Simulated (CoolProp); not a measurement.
Aqueous potassium formate as a coolant, at -10 °C, 1 atm.

Model: Melinder's fits for secondary coolants, in CoolProp.

| mass % | freezing point (°C) | cp (kJ/(kg K)) | conductivity (W/(m K)) | viscosity (mPa s) | density (kg/m³) |
|---|---|---|---|---|---|
| 22.9 | -14.0 | … | 0.516 | 3.22 | 1150 |
| 27 | -17.9 | … | 0.509 | 3.46 | … |
| 31 | -22.3 | 3.061 | 0.502 | … | 1207 |
| 35 | -27.4 | 2.950 | 0.494 | … | 1237 |
| 39 | -33.4 | 2.849 | 0.484 | 4.28 | … |

Task: Fill in the missing entries.

Result: 
- 22.9, cp (kJ/(kg K)): 3.319
- 27, cp (kJ/(kg K)): 3.183
- 27, density (kg/m³): 1179
- 31, viscosity (mPa s): 3.70
- 35, viscosity (mPa s): 3.96
- 39, density (kg/m³): 1266
